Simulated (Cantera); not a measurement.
Input: 1 mol Fe(CO)5, a varied amount of O2, 31 mol N2, equilibrated at 1200 °C and 0.100 bar.

These are equilibrium values from Cantera (NASA tables, ideal gas, pure condensed phases), not measurements of a reactor. Candidate condensed phases: C, Fe, Fe(CO)5, FeO, Fe2O3, Fe3O4; 27 gas species. The numbers say what is thermodynamically allowed, not how fast it happens.

### Question
At 0.26 mol O2, list the 3 most abundant gas species with their mole fractions, and the condensed phases.

### Answer
N2 0.861, CO 0.124, CO2 0.0144. Condensed: Fe(γ).
